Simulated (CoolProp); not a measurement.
Nitrogen along the isotherm 227.1 K: density (kg/m³) from the reference equation and from simpler models built on Tc = 126.2 K, pc = 33.96 bar, ω = 0.037; each cubic takes its own stable root.

The numbers come from the reference Helmholtz-energy equation of state, Span 2000 in CoolProp.

```
p (bar)          phase  reference
-------  -------------  ---------
14.1               gas      21.29
28.3               gas      43.43
42.4     supercritical      66.02
56.6     supercritical      89.25
70.7     supercritical      112.6
84.9     supercritical      136.3
99       supercritical      159.7
113      supercritical      182.5
127      supercritical      204.8
141      supercritical      226.4
156      supercritical      248.5
170      supercritical      268.2
```

How far does each simpler model (Redlich-Kwong, Soave-Redlich-Kwong) lie from the reference over these 12 states: mean and median of the absolute difference, and the worst?


- Redlich-Kwong: mean 1.0 %, median 1.1 %, worst +1.2 % at 227.1 K and 113 bar
- Soave-Redlich-Kwong: mean 1.7 %, median 1.8 %, worst -2.8 % at 227.1 K and 170 bar
